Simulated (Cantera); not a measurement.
# Equilibrium for chlorosilane synthesis and conversion: Si + Cl2 + H2

A closed system holds: 1 mol Si, 0.54 mol Cl2, 3.3 mol H2, at 1575 K and 27.0 bar.

These are equilibrium values from Cantera (NASA tables, ideal gas, pure condensed phases), not measurements of a reactor. Candidate condensed phases: Si; 19 gas species. The tables' values for SiCl3 are old estimates; treat these amounts as uncertain. Gases not in the tables: Si2H6 and higher silanes. Equilibrium is a limit: real reactors are often held back by kinetics, nucleation or transport.

```json
{
 "x(H2)": "0.853",
 "x(HCl)": "0.0667",
 "x(SiHCl3)": "0.0276",
 "x(SiCl2)": "0.0177",
 "x(SiCl4)": "0.0162",
 "x(SiCl3)": "0.0105",
 "x(SiH2Cl2)": "0.00777",
 "x(SiH3Cl)": "0.000651",
 "x(SiH4)": "2.20e-5",
 "n(Si(s))": "0.708 mol",
 "gas_amount": "3.631 mol"
}
```
